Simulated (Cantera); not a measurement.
A closed system holds: 1 mol SiO2, 5.4 mol HCl, 0.18 mol H2, held at 1.00 bar.

Method: chemical equilibrium by Gibbs-energy minimisation in Cantera with the NASA 1993 tables (ideal gas, pure condensed phases). Candidate condensed phases: H2O, Si, SiO2; 30 gas species. The tables hold silica as quartz up to 1696 K and as liquid above; real silica turns to tridymite and cristobalite and melts near 1996 K. Rates play no part.

Task: Which condensed phases are stable at each of these points (T (°C)): 475, 575, 675, 775, 875, 975, 1075, 1175, 1275, 1375, 1475, 1575, 1675?

Result: 
| T (°C) | condensed phases | Si condensed (%) |
|---|---|---|
| 475 | SiO2(α-quartz) | 100.0 |
| 575 | SiO2(β-quartz) | 100.0 |
| 675 | SiO2(β-quartz) | 100.0 |
| 775 | SiO2(β-quartz) | 99.9 |
| 875 | SiO2(β-quartz) | 99.9 |
| 975 | SiO2(β-quartz) | 99.8 |
| 1075 | SiO2(β-quartz) | 99.8 |
| 1175 | SiO2(β-quartz) | 99.7 |
| 1275 | SiO2(β-quartz) | 99.7 |
| 1375 | SiO2(β-quartz) | 99.6 |
| 1475 | SiO2(condensed) | 99.5 |
| 1575 | SiO2(condensed) | 99.4 |
| 1675 | SiO2(condensed) | 99.1 |

At 475 °C the condensed part is SiO2(α-quartz). From 575 °C to 1375 °C the condensed part is SiO2(β-quartz). From 1475 °C to 1675 °C the condensed part is SiO2(condensed).
